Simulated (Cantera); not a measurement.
An isothermal, constant-pressure homogeneous reactor starts with CH4 : H2O = 1 : 3.7 (molar parts), at 1250 K and 970000 Pa.

Cantera simulation using GRI-Mech 3.0 (53 species, 325 reactions); the numbers are that mechanism's predictions, not measurements.

Problem. Predict: x(CH4) at 200 s; x(H2O) at 200 s; x(CH2O) at 200 s; x(CO) at 200 s; x(H2) at 200 s; x(CH3) at 200 s.

Solution. 
```json
{
 "x(CH4) at 200 s": "0.172 (gas-phase equilibrium 0.000521)",
 "x(H2O) at 200 s": "0.725 (gas-phase equilibrium 0.357)",
 "x(CH2O) at 200 s": "2.78e-7 (gas-phase equilibrium 2.33e-7)",
 "x(CO) at 200 s": "0.00269 (gas-phase equilibrium 0.102)",
 "x(H2) at 200 s": "0.0791 (gas-phase equilibrium 0.494)",
 "x(CH3) at 200 s": "1.84e-6 (gas-phase equilibrium 2.25e-9)"
}
```
